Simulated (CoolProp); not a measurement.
Methane along the isotherm 212.7 K: Z from the reference equation and from simpler models built on Tc = 190.6 K, pc = 4.599 MPa, ω = 0.011; each cubic takes its own stable root.

Model: reference Helmholtz-energy equation of state, Setzmann 1991, in CoolProp.

| p (MPa) | phase | reference |
|---|---|---|
| 0.719 | gas | 0.9616 |
| 1.44 | gas | 0.9212 |
| 2.16 | gas | 0.8786 |
| 2.87 | gas | 0.8341 |
| 3.59 | gas | 0.7858 |
| 4.31 | gas | 0.7337 |
| 5.03 | supercritical | 0.6772 |
| 5.75 | supercritical | 0.6156 |
| 6.47 | supercritical | 0.5498 |
| 7.19 | supercritical | 0.4860 |
| 7.9 | supercritical | 0.4396 |
| 8.62 | supercritical | 0.4172 |
| 9.34 | supercritical | 0.4121 |
| 10.1 | supercritical | 0.4164 |
| 10.8 | supercritical | 0.4251 |
| 11.5 | supercritical | 0.4364 |

Problem. How far does each simpler model (van der Waals, Redlich-Kwong, Soave-Redlich-Kwong, Peng-Robinson) lie from the reference over these 16 states: mean and median of the absolute difference, and the worst?

Solution. 
- van der Waals: mean 6.4 %, median 3.1 %, worst +20.8 % at 212.7 K and 11.5 MPa
- Redlich-Kwong: mean 4.0 %, median 1.1 %, worst +10.0 % at 212.7 K and 9.34 MPa
- Soave-Redlich-Kwong: mean 4.2 %, median 1.5 %, worst +10.6 % at 212.7 K and 9.34 MPa
- Peng-Robinson: mean 2.2 %, median 2.0 %, worst -4.3 % at 212.7 K and 5.75 MPa
